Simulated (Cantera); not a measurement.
Feed: 1 mol C2F6, 0.41 mol F2, 5.1 mol H2, at 2625 K and 4.60 mbar.

These are equilibrium values from Cantera (NASA tables, ideal gas, pure condensed phases), not measurements of a reactor. Candidate condensed phases: C, C6H6, C7H8, C8H18; 95 gas species. The feed counts by its element totals alone. The numbers say what is thermodynamically allowed, not how fast it happens.

Base state: HF 0.720, H 0.185, H2 0.0875, F 0.00434, C2H2 (acetylene) 0.00156, C3 0.000687, C2H 0.000305, CF 0.000204 (mole fractions); condensed: C(graphite).

Problem. What changes in the equilibrium state with this change: temperature from 2625 K to 3273 K?

Solution. 
```
species             before    after
----------------  --------  -------
H                    0.185    0.422
HF                   0.720    0.308
F                  0.00434    0.180
C                 0.000186   0.0356
CF                0.000204   0.0104
C3                0.000687   0.0260
H2                  0.0875  0.00705
C2                 6.48e-5  0.00932
C4                 6.89e-7  5.41e-5
C4H2               1.16e-5  3.91e-7
C(graphite), mol      1.94        0
```

Problem. What changes in the equilibrium state with this change: temperature from 2625 K to 1973 K?

Solution. 
```tsv
species	before	after
HF	0.720	0.798
H2	0.0875	0.193
H	0.185	0.00875
C3	0.000687	3.07e-9
C2	6.48e-5	<1e-9
C	0.000186	3.67e-9
CF	0.000204	5.39e-8
C2H	0.000305	9.56e-8
C(graphite), mol	1.94	2.00
```
